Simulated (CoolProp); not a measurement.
Vapour-liquid equilibrium of CH2F2 (R32) (1) + R1234yf (2) at 0.0776 MPa; x and y are mole fractions of (1).

Computed with CoolProp (multi-fluid Helmholtz-energy mixture model, Tillner-Roth 1997 and Lemmon 2022; pair parameters Bell 2023).

```
x     bubble temperature (K)  y at the bubble point  dew temperature at overall composition x (K)  liquid density (mol/L)
----  ----------------------  ---------------------  --------------------------------------------  ----------------------
0.05                   234.4                  0.186                                         236.9                   11.57
0.2                    227.1                  0.513                                         234.1                   12.69
0.35                   222.8                  0.670                                         231.0                   13.95
0.5                    220.2                  0.759                                         227.4                   15.43
0.65                   218.6                  0.822                                         223.4                   17.24
0.8                    217.4                  0.882                                         219.1                   19.50
0.95                   216.6                  0.962                                         216.7                   22.42
```

No azeotrope shows between x = 0.05 and 0.95.

Pair parameters are fitted to limited data, so mixtures are less certain than the pure fluids.
